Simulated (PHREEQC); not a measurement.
5 g of hydrous ferric oxide (600 m²/g; 0.2 weak and 0.005 strong sites per Fe, Dzombak-Morel constants, diffuse double layer) in 1 kg of water with 0.001 mol/kgw of an inert sodium salt and 0.00024 mol/kgw NaF, at 25 °C; the pH is set by adding NaOH or the inert anion's acid. Oxygen is held at 0.21 atm. The system is closed to CO2. Nothing may precipitate in this run.

The series has 17 steps of pH, from 3 to 9.

All values are PHREEQC results (ion-association model, wateq4f.dat), not measurements.

Question: Near which pH is half of the F sorbed, and on which side is more sorbed?

Answer: Near pH 7.6, with more sorbed at lower pH.

Complexes and solids missing from the database can't appear. The oxide is taken as insoluble; below pH 4 it would dissolve.
